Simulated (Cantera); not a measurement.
A Cantera script and what it prints.

```python
import numpy as np
import cantera as ct

gas_names = """
    Cu CuF CuF2 Cu2 F F2 H HF H2 H2F2 H3F3 H4F4 H5F5 H6F6 H7F7
""".split()
cond_names = """
    Cu(cr) Cu(L) CuF2(s) CuF2(L)
""".split()


# ... load() reads the species with a 1 bar reference pressure and builds the phases ...
atoms = {
    'CuF2': {'Cu': 1, 'F': 2},
    'HF': {'H': 1, 'F': 1},
    'H2': {'H': 2},
}
top_T = {}  # K; cautious upper limits of use, not melting points


# ... equilibrate(T, P, feed) seeds the gas with the atoms and calls Mixture.equilibrate('TP', solver="vcs", rtol=1e-11, max_steps=5000) ...
results = []
feed = {'CuF2': 1, 'HF': 0.11, 'H2': 0.29}  # mol
T = 1748  # K
P = 0.29  # Pa
mix = equilibrate(T, P, feed)
results.append((T, P, feed, dict(zip(mix.species_names, mix.species_moles))))
x = sorted(zip(gas.X, gas.species_names), reverse=True)
print(f"T = {T:g} K  P = {P:g} Pa  gas = {mix.phase_moles(0):.4g} mol")
print("   x: " + "  ".join(f"{s} {v:.3e}" for v, s in x if v > 0.001))
print("   condensed (mol): " + ("  ".join(f"{mix.phase(i).name} {mix.phase_moles(i):.4g}"
      for i in range(1, mix.n_phases) if mix.phase_moles(i) > 1e-12) or "none"))
```

Output:

```
T = 1748 K  P = 0.29 Pa  gas = 2.173 mol
   x: CuF 4.293e-01  HF 3.176e-01  F 2.221e-01  Cu 2.986e-02  CuF2 1.083e-03
   condensed (mol): none
```

Cantera equilibrium calculation (NASA polynomials, part measured and part estimated; ideal gas, pure solids and liquids).
